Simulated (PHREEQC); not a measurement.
Acid mine or pickling water: speciation

Synthetic water in mg/kgw, 20 °C, pH 2.58, pe 9.5:

| constituent | mg/kgw |
|---|---|
| Na | 2420 |
| K | 10.1 |
| Ca | 323 |
| Mg | 213 |
| Cl | 1620 |
| S(6) as SO4 | 4700 |
| Si as SiO2 | 4.43 |
| Cd | 59.4 |

Cl is adjusted to close the charge balance.
Valence states are taken as typed.

All values are PHREEQC results (ion-association model, wateq4f.dat), not measurements.

Each row changes one thing in this solution. This is a speciation only: nothing precipitates in the calculation.

```json
[
 {"case": "as made", "ionic strength (mol/kgw)": "0.167", "SO4-2 (mol/kgw)": "0.0334", "NaSO4- (mol/kgw)": "0.00508", "Mg+2 (mol/kgw)": "0.00501", "Ca+2 (mol/kgw)": "0.00483", "MgSO4 (mol/kgw)": "0.00375", "SI of Quartz (SiO2)": "-0.06", "SI of Gypsum (CaSO4:2H2O)": "-0.18"},
 {"case": "K from 10.1 to 30.3 mg/kgw", "ionic strength (mol/kgw)": "0.168", "SO4-2 (mol/kgw)": "0.0334", "NaSO4- (mol/kgw)": "0.00507", "Mg+2 (mol/kgw)": "0.00501", "Ca+2 (mol/kgw)": "[?]", "MgSO4 (mol/kgw)": "0.00375", "SI of Quartz (SiO2)": "-0.06", "SI of Gypsum (CaSO4:2H2O)": "-0.18"},
 {"case": "Ca from 323 to 162 mg/kgw", "ionic strength (mol/kgw)": "0.160", "SO4-2 (mol/kgw)": "0.0344", "NaSO4- (mol/kgw)": "0.00531", "Mg+2 (mol/kgw)": "0.00488", "Ca+2 (mol/kgw)": "[?]", "MgSO4 (mol/kgw)": "0.00388", "SI of Quartz (SiO2)": "-0.06", "SI of Gypsum (CaSO4:2H2O)": "-0.47"}
]
```

Q: What belongs in the gaps?

A: 
- K from 10.1 to 30.3 mg/kgw, Ca+2 (mol/kgw): 0.00484
- Ca from 323 to 162 mg/kgw, Ca+2 (mol/kgw): 0.00237

Complexes and solids missing from the database can't appear.
